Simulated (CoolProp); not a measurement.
2000 sccm (0 °C, 1 atm) of nitrogen bubbles through liquid ethanol at 303.7 K and leaves saturated at a total pressure of 0.15 MPa (ideal gas phase). Each further row changes one setting.

The numbers come from the reference Helmholtz-energy equation of state, Schroeder 2014 in CoolProp.

```json
[
 {"case": "as stated", "vapour pressure (kPa)": "10.8", "mole fraction of vapour": "0.0719", "delivery (mg/min)": "319", "delivery (sccm)": "155", "change of delivery for a bath 1 K warmer (%)": "6.1"},
 {"case": "bath temperature 308.7 K", "vapour pressure (kPa)": "14.2", "mole fraction of vapour": "0.0944", "delivery (mg/min)": "428", "delivery (sccm)": "208", "change of delivery for a bath 1 K warmer (%)": "6.1"},
 {"case": "total pressure 0.3 MPa", "vapour pressure (kPa)": "10.8", "mole fraction of vapour": "0.0360", "delivery (mg/min)": "153", "delivery (sccm)": "74.6", "change of delivery for a bath 1 K warmer (%)": "5.9"}
]
```
